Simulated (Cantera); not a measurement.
Input: 1 mol SiCl4, 1.1 mol Cl2, 2.9 mol H2, at 573.15 K and 1 atm.

Equilibrium computed with Cantera from the NASA thermochemical tables; the gas is ideal and each condensed phase is pure. Candidate condensed phases: Si; 19 gas species. Rates play no part.

Base state: HCl 0.440, H2 0.360, SiCl4 0.200 (mole fractions); condensed: gas only.

Question: What changes in the equilibrium state with this change: Cl2 from 1.1 to 2 mol?

Answer: 
| species | before | after |
|---|---|---|
| HCl | 0.440 | 0.678 |
| SiCl4 | 0.200 | 0.169 |
| H2 | 0.360 | 0.153 |

Question: What changes in the equilibrium state with this change: temperature from 573.15 K to 1250 K?

Answer: 
| species | before | after |
|---|---|---|
| HCl | 0.440 | 0.447 |
| H2 | 0.360 | 0.353 |
| SiCl4 | 0.200 | 0.192 |
| SiCl3 | <1e-9 | 0.00203 |
| SiCl2 | <1e-9 | 0.000154 |
| SiH2Cl2 | <1e-9 | 2.06e-5 |
| SiHCl3 | 2.32e-6 | 0.00540 |
The tables' values for SiCl3 are old estimates; treat these amounts as uncertain.
